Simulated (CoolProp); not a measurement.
Vapour-liquid equilibrium of sulfur hexafluoride (1) + CH2F2 (R32) (2) at -26.55 °C; x and y are mole fractions of (1).

The numbers come from the multi-fluid Helmholtz-energy mixture model, Guder 2009 and Tillner-Roth 1997; pair parameters Bell 2016 in CoolProp.

```
x     bubble pressure (MPa)  y at the bubble point  dew pressure at overall composition x (MPa)  liquid density (mol/L)
----  ---------------------  ---------------------  -------------------------------------------  ----------------------
0.05                 0.4921                  0.364                                          ___                   20.93
0.2                  0.7038                  0.574                                       0.3936                   18.38
0.35                 0.7394                  0.605                                       0.4820                   16.37
0.5                  0.7446                  0.613                                       0.6153                     ___
0.65                    ___                    ___                                       0.7421                     ___
0.8                     ___                    ___                                       0.6633                   12.66
0.95                 0.6306                  0.856                                          ___                   11.99
```

Task: Complete the blanks.

Result: 
- 0.05, dew pressure at overall composition x (MPa): 0.3314
- 0.5, liquid density (mol/L): 14.78
- 0.65, bubble pressure (MPa): 0.7465
- 0.65, y at the bubble point: 0.629
- 0.65, liquid density (mol/L): 13.57
- 0.8, bubble pressure (MPa): 0.7293
- 0.8, y at the bubble point: 0.682
- 0.95, dew pressure at overall composition x (MPa): 0.5798

y crosses x between x = 0.5 and 0.65: the model has an azeotrope there.

Pair parameters are fitted to limited data, so mixtures are less certain than the pure fluids. With so large a gap from Raoult's law the liquid may split in two, which this calculation doesn't test in full.
